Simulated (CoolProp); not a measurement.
Vapour pressure (bar) of n-heptane: the reference equation beside estimates from Tc = 268.1 °C, pc = 27.74 bar, ω = 0.349. Clausius-Clapeyron is anchored at 39.05 °C with a constant enthalpy of vaporisation of 35.71 kJ/mol.

Values from CoolProp's reference Helmholtz-energy equation of state, Span 2003. It is a short technical equation, of lower accuracy than the large ones.

```
T (°C)   reference  Lee-Kesler  Clausius-Clapeyron  van der Waals  Redlich-Kwong  Soave-Redlich-Kwong  Peng-Robinson
------  ----------  ----------  ------------------  -------------  -------------  -------------------  -------------
39.05       0.1182      0.1131              0.1182          1.913         0.3710               0.1146         0.1192
59.55   (withheld)      0.2674              0.2758          2.767         0.7293               0.2692         0.2753
80.15       0.5737      0.5634              0.5855          3.856          1.307               0.5645     (withheld)
100.65       1.083       1.073          (withheld)          5.190          2.163                1.073          1.073
121.15       1.891       1.887               2.072          6.796          3.368                1.886          1.874
141.75       3.108       3.113               3.559          8.704          4.996                3.118          3.086
162.25       4.836       4.852               5.794          10.91          7.097                4.878          4.815
182.75       7.207       7.230               9.028          13.44          9.737           (withheld)          7.201
203.35       10.38       10.40               13.57          16.33          12.99                10.54          10.41
223.85       14.50  (withheld)               19.68          19.55          16.88                14.72          14.57
```

Q: Fill in the missing entries.

A: 
- 59.55, reference: 0.2756
- 80.15, Peng-Robinson: 0.5700
- 100.65, Clausius-Clapeyron: 1.140
- 182.75, Soave-Redlich-Kwong: 7.299
- 223.85, Lee-Kesler: 14.51

Absolute difference from the reference over all 10 rows, mean and median: Lee-Kesler 1.1 and 0.3 %, Clausius-Clapeyron 14.3 and 12.0 %, van der Waals 411.7 and 219.7 %, Redlich-Kwong 86.8 and 69.4 %, Soave-Redlich-Kwong 1.4 and 1.4 %, Peng-Robinson 0.5 and 0.6 %.
